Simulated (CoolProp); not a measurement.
Model: reference Helmholtz-energy equation of state, Lemmon 2006, in CoolProp. It is a short technical equation, of lower accuracy than the large ones.

For nitrous oxide, give the phase and the density (kg/m³), cp (kJ/(kg K)), isothermal compressibility (1/MPa), expansivity (1/kK) at 226.85 °C and 6.79 MPa; 226.85 °C and 9.06 MPa.


- 226.85 °C and 6.79 MPa: gas; density 76.0, cp 1.15, isothermal compressibility 0.155, expansivity 2.54
- 226.85 °C and 9.06 MPa: supercritical; density 103, cp 1.19, isothermal compressibility 0.118, expansivity 2.73
